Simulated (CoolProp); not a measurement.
A simple Rankine cycle with R124: condensing at 293.15 K, boiler at 1.72 MPa, turbine inlet 362.2 K, turbine efficiency 0.9, pump efficiency 0.7, no recuperator. Each further row changes one setting.

Computed with CoolProp (reference Helmholtz-energy equation of state, de Vries 1995).

| case | thermal efficiency (%) | net work (kJ/kg) | heat in (kJ/kg) | turbine exit temperature (K) | volume ratio over the turbine |
|---|---|---|---|---|---|
| as stated | 12.8 | (withheld) | 184 | 307.1 | 5.76 |
| turbine inlet 382.2 K | (withheld) | 26.6 | 205 | (withheld) | 5.46 |
| condensing temperature 285.15 K | (withheld) | (withheld) | (withheld) | 300.2 | 7.45 |
| boiler pressure 1.2 MPa | 10.6 | (withheld) | 194 | 322.9 | 3.73 |
| turbine efficiency 0.8 | 11.3 | 20.8 | 184 | 310.6 | 5.85 |

Problem. What belongs in the gaps?

Solution. 
- as stated, net work (kJ/kg): 23.6
- turbine inlet 382.2 K, thermal efficiency (%): 12.9
- turbine inlet 382.2 K, turbine exit temperature (K): 330.0
- condensing temperature 285.15 K, thermal efficiency (%): 14.3
- condensing temperature 285.15 K, net work (kJ/kg): 27.6
- condensing temperature 285.15 K, heat in (kJ/kg): 193
- boiler pressure 1.2 MPa, net work (kJ/kg): 20.5
